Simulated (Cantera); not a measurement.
An isothermal, constant-pressure homogeneous reactor starts with C2H6 : N2 = 1 : 1.2 (molar parts), at 1725 K and 0.110 bar. Integrator tolerance rtol = 1e-08.

Model: GRI-Mech 3.0 (53 species, 325 reactions), integrated in Cantera. GRI-Mech 3.0 stops at C3 and has no aromatics, soot or wall deposition, so with more carbon than oxygen in the feed, carbon stays in small species such as C2H2 where larger ones or solid carbon would form.

Question: What does this change do: C2H6 1 to 0.47 parts?

Answer: 
| quantity | before | after |
|---|---|---|
| x(C2H6) at 50.0 s | 5.02e-8 (gas-phase equilibrium 3.78e-8) | 2.17e-8 (gas-phase equilibrium 1.41e-8) |
| x(C2H4) at 50.0 s | 0.000493 (gas-phase equilibrium 0.000371) | 0.000283 (gas-phase equilibrium 0.000184) |
| x(CH2) at 50.0 s | 2.59e-8 (gas-phase equilibrium 2.24e-8) | 1.96e-8 (gas-phase equilibrium 1.58e-8) |
| x(C2H2) at 50.0 s | 0.237 (gas-phase equilibrium 0.178) | 0.179 (gas-phase equilibrium 0.116) |
| x(CH3) at 50.0 s | 2.99e-5 (gas-phase equilibrium 2.60e-5) | 1.97e-5 (gas-phase equilibrium 1.59e-5) |
| x(H) at 50.0 s | 0.000388 (gas-phase equilibrium 0.000388) | 0.000338 (gas-phase equilibrium 0.000338) |
